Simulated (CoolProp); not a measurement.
Vapour pressure (MPa) of hexamethyldisiloxane (MM): the reference equation beside estimates from Tc = 518.7 K, pc = 1.931 MPa, ω = 0.418.

Values from CoolProp's reference Helmholtz-energy equation of state, Thol 2016.

| T (K) | reference | Lee-Kesler | van der Waals | Soave-Redlich-Kwong | Peng-Robinson |
|---|---|---|---|---|---|
| 292.8 | 0.004225 | 0.004138 | 0.1169 | 0.004193 | 0.004437 |
| 318.3 | 0.01430 | 0.01409 | 0.1908 | 0.01417 | 0.01461 |
| 343.9 | 0.03896 | 0.03872 | 0.2917 | 0.03874 | 0.03921 |
| 369.4 | 0.08939 | 0.08956 | 0.4224 | 0.08949 | 0.08947 |
| 395 | 0.1809 | 0.1823 | 0.5870 | 0.1826 | 0.1811 |
| 420.5 | 0.3307 | 0.3341 | 0.7869 | 0.3364 | 0.3323 |
| 446 | 0.5601 | 0.5661 | 1.025 | 0.5732 | 0.5657 |
| 471.6 | 0.8962 | 0.9050 | 1.305 | 0.9191 | 0.9089 |
| 497.1 | 1.371 | 1.382 | 1.625 | 1.398 | 1.389 |

Absolute difference from the reference over all 9 rows, mean and median: Lee-Kesler 1.0 and 1.0 %, van der Waals 603.6 and 224.5 %, Soave-Redlich-Kwong 1.3 and 0.9 %, Peng-Robinson 1.4 and 1.0 %.
